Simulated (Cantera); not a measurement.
Transport properties of process gases

Gas mixture: N2O : NO = 0.15 : 0.75 (molar parts), at 3.68 Torr, frozen composition.

Cantera's kinetic-theory transport with the Lennard-Jones parameters of GRI-Mech 3.0, ideal gas; thermal conductivity in the mixture-averaged form. The composition is frozen, though it would react at the higher temperatures.

| T (K) | ρ (kg/m³) | cp (J/kg/K) | μ (µPa s) | λ (mW/m/K) | Pr | D (cm²/s) CH3 | D (cm²/s) NO | D (cm²/s) H2O |
|---|---|---|---|---|---|---|---|---|
| 400 | 0.00476 | 992.1 | 22.4 | 31.1 | 0.713 | 73.4 | 53.4 | 76.5 |
| 550 | 0.00347 | 1038 | 28.2 | 41.1 | 0.712 | 128 | 93.6 | 139 |
| 700 | 0.00272 | 1086 | 33.4 | 50.7 | 0.714 | 193 | 142 | 216 |
| 850 | 0.00224 | 1128 | 38.1 | 59.8 | 0.717 | 268 | 198 | 306 |
| 1000 | 0.00191 | 1160 | 42.4 | 68.5 | 0.718 | 353 | 260 | 408 |
| 1150 | 0.00166 | 1183 | 46.5 | 76.8 | 0.717 | 446 | 329 | 520 |
| 1300 | 0.00147 | 1203 | 50.4 | 84.7 | 0.716 | 547 | 404 | 642 |
| 1450 | 0.00131 | 1219 | 54.2 | 92.2 | 0.716 | 656 | 485 | 773 |
| 1600 | 0.00119 | 1234 | 57.8 | 99.5 | 0.716 | 773 | 571 | 914 |
D: mixture-averaged diffusion coefficient of that species in the mixture.
